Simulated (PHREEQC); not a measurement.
Make-up at 25 °C: 140 mmol/kgw HF, 0.13 mmol/kgw NiCl2 and 4.5 mmol/kgw CuCl2. Closed to the air; pH follows from the charge balance.

All values are PHREEQC results (ion-association model, wateq4f.dat), not measurements.

The ionic strength comes out as 0.0234 mol/kgw. What activity coefficients do NiF+, Cu+2, Ni+2, H+, F- get?

NiF+ 0.86, Cu+2 0.58, Ni+2 0.55, H+ 0.88, F- 0.86.

No solid was allowed to form. Species that the database lacks are ignored. wateq4f.dat counts part of the HF as a dimer, H2F2, which phreeqc.dat doesn't know; its constant is uncertain.
